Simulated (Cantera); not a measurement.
An isothermal, constant-pressure homogeneous reactor starts with NH₃ : N₂ = 1 : 12 (molar parts), at 1675 K and 0.230 bar.

Cantera simulation using the gas-phase N/H chemistry of the illustrative SiF4/NH3 mechanism in the Surface Chemkin manual (1991); the numbers are that mechanism's predictions, not measurements. Walls and surfaces, which speed up NH3 decomposition in real reactors, are not modelled.

x: mole fraction; the columns are a selection and need not sum to one.

```
t (s)        x NH₃    x N₂H₂     x H₂       x N    x N₂H₄      x NH
--------  --------  --------  -------  --------  --------  --------
2.00e-5     0.0769    <1e-12  4.01e-8    <1e-12    <1e-12    <1e-12
0.000100    0.0769  3.29e-12  2.55e-7    <1e-12    <1e-12  1.67e-11
0.000502    0.0769  1.24e-10  1.34e-6    <1e-12  1.81e-11  7.01e-10
0.00252     0.0769   3.84e-9  7.17e-6  2.88e-11  4.60e-10       [?]
0.0126      0.0768   8.41e-8  8.66e-5  4.75e-10   8.46e-9       [?]
0.0632      0.0761   1.49e-7  0.00114   4.15e-9   1.34e-8       [?]
0.317       0.0722   1.37e-7  0.00651   2.39e-8   9.70e-9       [?]
1.59        0.0567   9.11e-8   0.0281   5.83e-8   5.19e-9       [?]
7.96        0.0223   2.33e-8   0.0760   5.76e-8   1.11e-9       [?]
39.9       0.00210  7.20e-10    0.104   2.40e-8  2.50e-11       [?]
200       0.000157  7.12e-12    0.107   3.43e-9    <1e-12       [?]
```

Task: Complete the blanks.

Result: 
- 0.00252, x NH: 2.63e-8
- 0.0126, x NH: 2.48e-7
- 0.0632, x NH: 4.44e-7
- 0.317, x NH: 6.55e-7
- 1.59, x NH: 7.29e-7
- 7.96, x NH: 4.67e-7
- 39.9, x NH: 1.16e-7
- 200, x NH: 1.32e-8
